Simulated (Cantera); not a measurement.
Stirred combustor or abatement burner

A perfectly stirred reactor is fed with H₂ : O₂ : N₂ : H₂O = 1 : 1.14 : 4.27 : 0.42 (molar parts), equivalence ratio 0.44, at 1280 Torr; it is adiabatic with a 573 K inlet, and is followed from long to short residence time, starting on the burning branch (τ in s: 0.023, 0.013, 0.0072, 0.0041, 0.0023, 0.0013, 0.00073, 0.00041, 0.00023, 0.00013, 7.3e-05, 4.1e-05, 2.3e-05).

Computed with Cantera and GRI-Mech 3.0 (53 species, 325 reactions).

| τ (s) | T (K) | x H₂ | x O₂ | x H₂O | x NO | x O |
|---|---|---|---|---|---|---|
| 0.023 | 1656 | 0.000228 | 0.101 | 0.223 | 3.64e-6 | 0.000121 |
| 0.013 | 1654 | 0.000333 | 0.101 | 0.223 | 3.56e-6 | 0.000177 |
| 0.0072 | 1651 | 0.000492 | 0.101 | 0.223 | 3.35e-6 | 0.000263 |
| 0.0041 | 1647 | 0.000713 | 0.101 | 0.222 | 3.10e-6 | 0.000383 |
| 0.0023 | 1641 | 0.00104 | 0.101 | 0.222 | 2.87e-6 | 0.000561 |
| 0.0013 | 1633 | 0.00151 | 0.101 | 0.221 | 2.75e-6 | 0.000813 |
| 0.00073 | 1622 | 0.00220 | 0.101 | 0.219 | 2.77e-6 | 0.00117 |
| 0.00041 | 1606 | 0.00319 | 0.101 | 0.218 | 2.96e-6 | 0.00166 |
| 0.00023 | 1585 | 0.00463 | 0.101 | 0.215 | 3.28e-6 | 0.00230 |
| 0.00013 | 1555 | 0.00670 | 0.101 | 0.212 | 3.63e-6 | 0.00308 |
| 7.3e-5 | 1513 | 0.00987 | 0.103 | 0.207 | 3.79e-6 | 0.00393 |
| 4.1e-5 | 1454 | 0.0152 | 0.105 | 0.200 | 3.45e-6 | 0.00461 |
| 2.3e-5 | 1360 | 0.0269 | 0.111 | 0.186 | 2.22e-6 | 0.00443 |
x: mole fraction; the columns are a selection and need not sum to one.
